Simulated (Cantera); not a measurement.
What does this Cantera script print?

```python
import numpy as np
import cantera as ct

gas_names = [...]  # 109 gases of nasa_gas.yaml made of C, Cl, H, Si
cond_names = """
    C(gr) C6H6(L) C7H8(L) C8H18(L),n-octa Si(cr) Si(L) SiC(b)
""".split()


# ... load() reads the species with a 1 bar reference pressure and builds the phases ...
atoms = {
    '(CH3)2SiCl2': {'C': 2, 'H': 6, 'Si': 1, 'CL': 2},
    'CH4': {'C': 1, 'H': 4},
    'H2': {'H': 2},
    'C2H4': {'C': 2, 'H': 4},
}
top_T = {'C(gr)': 4500, 'SiC(b)': 3050}  # K; cautious upper limits of use, not melting points


# ... equilibrate(T, P, feed) seeds the gas with the atoms and calls Mixture.equilibrate('TP', solver="vcs", rtol=1e-11, max_steps=5000) ...
results = []
feed = {'(CH3)2SiCl2': 1, 'CH4': 0.25, 'H2': 1400, 'C2H4': 0.0058}  # mol
T = 1523.15  # K
P = 1333.22  # Pa
mix = equilibrate(T, P, feed)
results.append((T, P, feed, dict(zip(mix.species_names, mix.species_moles))))
print(gas.report(threshold=0.001))
for i in range(1, mix.n_phases):
    print(f"{mix.phase(i).name:16s} {mix.phase_moles(i):12.5e} mol")
```

Output:

```
       temperature   1523.2 K
          pressure   1333.2 Pa
           density   0.00021745 kg/m^3
  mean mol. weight   2.0656 kg/kmol
   phase of matter   gas

                          1 kg             1 kmol
                     ---------------   ---------------
          enthalpy        1.7912e+07        3.6998e+07  J
   internal energy        1.1781e+07        2.4334e+07  J
           entropy        1.0432e+05        2.1548e+05  J/K
    Gibbs function       -1.4098e+08       -2.9121e+08  J
 heat capacity c_p             15712             32454  J/K
 heat capacity c_v             11687             24139  J/K

                      mass frac. Y      mole frac. X     chem. pot. / RT
                     ---------------   ---------------   ---------------
               HCL          0.025126         0.0014235            -43.61
                H2           0.97438           0.99833           -22.967
     [ +107 minor]        0.00049255        0.00024321

C(gr)             1.18530e+00 mol
Si(cr)            0.00000e+00 mol
SiC(b)            9.99881e-01 mol
```

Cantera equilibrium calculation (NASA polynomials, part measured and part estimated; ideal gas, pure solids and liquids). The feed counts by its element totals alone.
